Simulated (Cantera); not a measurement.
Cantera run:

```python
import numpy as np
import cantera as ct

gas_names = """
    N NO NO2 NO3 N2 N2O O O2 O3 Si SiN SiO SiO2 Si2 Si2N Si3
""".split()
cond_names = """
    Si(cr) Si(L) SiO2(Lqz) SiO2(hqz) SiO2(L) Si2N2O(s) Si3N4(a)
""".split()


def load(file, names, dense=False):
    # The tables refer to 1 bar. Condensed volumes are neglected.
    table = {s.name: s for s in ct.Species.list_from_file(file)}
    out = []
    for n in names:
        d = dict(table[n].input_data)
        d["thermo"] = dict(d["thermo"], **{"reference-pressure": 1e5})
        if dense:
            d["equation-of-state"] = {"model": "constant-volume", "density": "1e6 g/cm^3"}
        out.append(ct.Species.from_dict(d))
    return out


gas = ct.Solution(thermo="ideal-gas", species=load("nasa_gas.yaml", gas_names))
cond = {s.name: ct.Solution(thermo="fixed-stoichiometry", species=[s], name=s.name)
        for s in load("nasa_condensed.yaml", cond_names, dense=True)}
atoms = {
    'Si3N4': {'Si': 3, 'N': 4},
    'N2O': {'N': 2, 'O': 1},
    'N2': {'N': 2},
}
top_T = {'Si2N2O(s)': 2100, 'Si3N4(a)': 2400}  # K; cautious upper limits of use, not melting points


def equilibrate(T, P, feed):
    n = {}
    for name, mol in feed.items():
        for a, k in atoms[name].items():
            n[a] = n.get(a, 0.0) + k * mol
    gas.TPX = T, P, n
    mass = sum(n.values()) * gas.mean_molecular_weight
    gas.equilibrate("TP")
    valid = [c for c in cond.values() if c.min_temp <= T <= top_T.get(c.name, c.max_temp)]
    mix = ct.Mixture([(gas, mass / gas.mean_molecular_weight)] + [(c, 0.0) for c in valid])
    mix.T, mix.P = T, P
    mix.equilibrate("TP", solver="vcs", rtol=1e-11, max_steps=5000)
    return mix


results = []
P = 1333.22  # Pa
for T in [1475, 1525, 1575, 1625, 1675, 1725, 1775, 1825, 1875]:
    for m in [0.04, 0.05, 0.063, 0.079, 0.099, 0.12, 0.15, 0.19, 0.24]:
        feed = {'Si3N4': 1, 'N2O': m, 'N2': 480}  # mol
        mix = equilibrate(T, P, feed)
        results.append((T, P, feed, dict(zip(mix.species_names, mix.species_moles))))

for T, P, feed, n in results:
    print(f"{T:7g} {feed['N2O']:10.4g}  " + (" + ".join(c for c in cond_names if n.get(c, 0) > 1e-12) or "gas only"))
```

Result:

```
   1475       0.04  Si2N2O(s) + Si3N4(a)
   1475       0.05  Si2N2O(s) + Si3N4(a)
   1475      0.063  Si2N2O(s) + Si3N4(a)
   1475      0.079  Si2N2O(s) + Si3N4(a)
   1475      0.099  Si2N2O(s) + Si3N4(a)
   1475       0.12  Si2N2O(s) + Si3N4(a)
   1475       0.15  Si2N2O(s) + Si3N4(a)
   1475       0.19  Si2N2O(s) + Si3N4(a)
   1475       0.24  Si2N2O(s) + Si3N4(a)
   1525       0.04  Si2N2O(s) + Si3N4(a)
   1525       0.05  Si2N2O(s) + Si3N4(a)
   1525      0.063  Si2N2O(s) + Si3N4(a)
   1525      0.079  Si2N2O(s) + Si3N4(a)
   1525      0.099  Si2N2O(s) + Si3N4(a)
   1525       0.12  Si2N2O(s) + Si3N4(a)
   1525       0.15  Si2N2O(s) + Si3N4(a)
   1525       0.19  Si2N2O(s) + Si3N4(a)
   1525       0.24  Si2N2O(s) + Si3N4(a)
   1575       0.04  Si3N4(a)
   1575       0.05  Si2N2O(s) + Si3N4(a)
   1575      0.063  Si2N2O(s) + Si3N4(a)
   1575      0.079  Si2N2O(s) + Si3N4(a)
   1575      0.099  Si2N2O(s) + Si3N4(a)
   1575       0.12  Si2N2O(s) + Si3N4(a)
   1575       0.15  Si2N2O(s) + Si3N4(a)
   1575       0.19  Si2N2O(s) + Si3N4(a)
   1575       0.24  Si2N2O(s) + Si3N4(a)
   1625       0.04  Si3N4(a)
   1625       0.05  Si3N4(a)
   1625      0.063  Si3N4(a)
   1625      0.079  Si3N4(a)
   1625      0.099  Si3N4(a)
   1625       0.12  Si3N4(a)
   1625       0.15  Si3N4(a)
   1625       0.19  Si2N2O(s) + Si3N4(a)
   1625       0.24  Si2N2O(s) + Si3N4(a)
   1675       0.04  Si3N4(a)
   1675       0.05  Si3N4(a)
   1675      0.063  Si3N4(a)
   1675      0.079  Si3N4(a)
   1675      0.099  Si3N4(a)
   1675       0.12  Si3N4(a)
   1675       0.15  Si3N4(a)
   1675       0.19  Si3N4(a)
   1675       0.24  Si3N4(a)
   1725       0.04  Si3N4(a)
   1725       0.05  Si3N4(a)
   1725      0.063  Si3N4(a)
   1725      0.079  Si3N4(a)
   1725      0.099  Si3N4(a)
   1725       0.12  Si3N4(a)
   1725       0.15  Si3N4(a)
   1725       0.19  Si3N4(a)
   1725       0.24  Si3N4(a)
   1775       0.04  Si3N4(a)
   1775       0.05  Si3N4(a)
   1775      0.063  Si3N4(a)
   1775      0.079  Si3N4(a)
   1775      0.099  Si3N4(a)
   1775       0.12  Si3N4(a)
   1775       0.15  Si3N4(a)
   1775       0.19  Si3N4(a)
   1775       0.24  Si3N4(a)
   1825       0.04  Si3N4(a)
   1825       0.05  Si3N4(a)
   1825      0.063  Si3N4(a)
   1825      0.079  Si3N4(a)
   1825      0.099  Si3N4(a)
   1825       0.12  Si3N4(a)
   1825       0.15  Si3N4(a)
   1825       0.19  Si3N4(a)
   1825       0.24  Si3N4(a)
   1875       0.04  Si(L)
   1875       0.05  Si(L)
   1875      0.063  Si(L)
   1875      0.079  Si(L)
   1875      0.099  Si(L)
   1875       0.12  Si(L)
   1875       0.15  Si(L)
   1875       0.19  Si(L)
   1875       0.24  Si(L)
```

These are equilibrium values from Cantera (NASA tables, ideal gas, pure condensed phases), not measurements of a reactor. Mutual solubility and eutectic melting of coexisting phases are not modelled.
